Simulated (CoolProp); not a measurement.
Vapour-liquid equilibrium of n-heptane (1) + o-xylene (2) at 226.45 °C; x and y are mole fractions of (1).

Values from CoolProp's multi-fluid Helmholtz-energy mixture model, Span 2003 and Zhou 2012; pair parameters Bell 2016.

```csv
x,"bubble pressure, mixture model (bar)","bubble pressure, Raoult's law (bar)","y, mixture model","y, Raoult's law"
0.05,6.503,6.401,0.117,0.118
0.125,…,7.088,…,0.266
0.2,8.048,7.774,0.365,0.388
0.275,8.761,8.461,…,0.491
0.35,9.446,9.147,…,0.578
0.425,10.11,9.834,0.599,0.652
0.5,10.76,10.52,0.660,0.718
0.575,11.40,11.21,…,0.775
0.65,12.04,11.89,0.769,0.825
0.725,…,12.58,0.820,0.870
0.8,…,13.27,0.869,0.910
0.875,13.97,13.95,0.918,0.947
0.95,14.64,14.64,0.967,0.980
```

Task: What belongs in the gaps?

Result: 
- 0.125, bubble pressure, mixture model (bar): 7.298
- 0.125, y, mixture model: 0.256
- 0.275, y, mixture model: 0.455
- 0.35, y, mixture model: 0.532
- 0.575, y, mixture model: 0.716
- 0.725, bubble pressure, mixture model (bar): 12.67
- 0.8, bubble pressure, mixture model (bar): 13.32

The largest gap from Raoult's law is +3.5 % in bubble pressure, at x = 0.275. No azeotrope shows between x = 0.05 and 0.95.

Pair parameters are fitted to limited data, so mixtures are less certain than the pure fluids.
